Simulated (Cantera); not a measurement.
An adiabatic, constant-pressure homogeneous reactor starts with H2 : O2 : N2 : H2O = 1 : 0.208 : 0.783 : 0.42 (molar parts), equivalence ratio 2.4, at 1675 K and 4.40 bar.

Detailed kinetics in Cantera: GRI-Mech 3.0 (53 species, 325 reactions). The hydrogen kinetics of GRI-Mech 3.0 are dated; newer H2 mechanisms differ, most at raised pressure.

One state of this run: T (K) = 2687; x H2 = 0.259; x O2 = 8.97e-5; x H2O = 0.370; x H = 0.0132; x NO = 0.000432; x H2O2 = 7.54e-8; x O = 0.000155. x: mole fraction; the columns are a selection and need not sum to one.

Q: Which value of t (s) does it belong to?
A. 1.67e-5
B. 6.54e-6
C. 2.56e-6
D. 0.0306

A: D, 0.0306
